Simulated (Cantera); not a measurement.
# Reactions in the system B-F-H

Source: NASA polynomial tables (part measured, part estimated), evaluated in Cantera. Values are per mole of reaction as written; species without (g) are pure solids or liquids, kept so even where they would boil at 1 bar.

3 HF(g) + B = BF3(g) + 3 H(g)

| T (K) | ΔH° (kJ) | ΔS° (J/K) | ΔG° (kJ) | log10 K |
|---|---|---|---|---|
| 1250 | 355.7 | 99.8 | 231.0 | -9.65 |
| 1300 | 356.7 | 100.6 | 226.0 | -9.08 |
| 1350 | 357.7 | 101.3 | 221.0 | -8.55 |
| 1400 | 358.6 | 102.0 | 215.9 | -8.05 |
| 1450 | 359.5 | 102.6 | 210.8 | -7.59 |
| 1500 | 360.4 | 103.2 | 205.6 | -7.16 |
